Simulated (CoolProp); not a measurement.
n-octane at 410.62 K and 0.105 MPa flows at 5.3 m/s in a round tube of 2 mm bore and 15 µm roughness, fully developed (64/Re and Nu = 3.66 if laminar; Colebrook and Gnielinski if turbulent). Each further row changes one setting.

Computed with CoolProp (reference Helmholtz-energy equation of state, Beckmüller 2019).

```csv
case,Reynolds number,Darcy friction factor,pressure drop (Pa/m),heat-transfer coefficient (W/(m² K)),mass flow (kg/h)
as stated,5070,0.0449,1170,224,0.222
velocity 10.6 m/s,10100,0.0404,4210,449,0.444
diameter 4 mm,10100,0.0360,469,198,0.889
```

Viscosity comes from a separate model (Huber 2004). Thermal conductivity comes from a separate model (Huber 2005).
